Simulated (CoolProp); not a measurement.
Saturation properties of chloromethane (R40) (Tc = 418.6 K, pc = 69.29 bar, ω = 0.150).

Model: reference Helmholtz-energy equation of state, Thol 2014, in CoolProp.

```
T (K)  p (bar)  liquid density (kg/m³)  surface tension (mN/m)
-----  -------  ----------------------  ----------------------
257.9      [?]                   988.0                    22.0
269.5    2.275                   967.0                    20.0
281.1      [?]                   945.3                    18.1
292.7    4.911                   922.7                    16.3
304.3    6.877                     [?]                    14.4
315.9    9.376                   874.4                    12.6
327.5      [?]                   848.3                     [?]
339.1    16.31                     [?]                    9.16
350.7    20.91                   790.5                    7.52
362.3    26.40                   757.8                    5.93
373.9    32.88                     [?]                    4.42
```

### Question
Complete the blanks.

### Answer

- 257.9, p (bar): 1.460
- 281.1, p (bar): 3.402
- 304.3, liquid density (kg/m³): 899.2
- 327.5, p (bar): 12.49
- 327.5, surface tension (mN/m): 10.9
- 339.1, liquid density (kg/m³): 820.5
- 373.9, liquid density (kg/m³): 721.0

It boils at 249.2 K under 1 atm.

Surface tension comes from a separate correlation (Mulero 2014).
